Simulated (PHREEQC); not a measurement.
Dissolve 54 mmol/kgw ZnCl2, 0.46 mmol/kgw KCl and 7.8 mmol/kgw NiCl2 at 52 °C. Closed to the air; pH follows from the charge balance.

The numbers come from PHREEQC with the ion-association model, wateq4f.dat.

No solid was allowed to form.

Task: Predict the pH.

Result: pH 4.93.

Task: In which forms is Zn present?

Result: Zn+2 76 %, ZnCl+ 22 %, ZnCl2 1.4 % of the Zn.

Species that the database lacks are ignored. Constants without temperature data keep their 25 °C values here.
